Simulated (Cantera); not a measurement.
Feed: 1 mol Fe(CO)5, 0.12 mol CO, 1.7 mol N2, held at 1050 Torr.

Method: chemical equilibrium by Gibbs-energy minimisation in Cantera with the NASA 1993 tables (ideal gas, pure condensed phases). Candidate condensed phases: C, Fe, Fe(CO)5, FeO, Fe2O3, Fe3O4; 27 gas species. Iron dissolves carbon and melts from about 1420 K in contact with it, which pure phases cannot show. Condensed phases not in the tables: cementite and carbon dissolved in iron. The numbers say what is thermodynamically allowed, not how fast it happens. All values below are at 1475 K.

Base state: CO 0.750, N2 0.249, CO2 0.000654 (mole fractions); condensed: C(graphite) + Fe(γ).

**Question.** What changes in the equilibrium state with this change: N2 from 1.7 to 0.11 mol?

**Answer.** 
```tsv
species	before	after
CO	0.750	0.978
N2	0.249	0.0211
CO2	0.000654	0.00111
C(graphite), mol	0.00446	0.00581
Fe(γ), mol	1.00	1.00
```
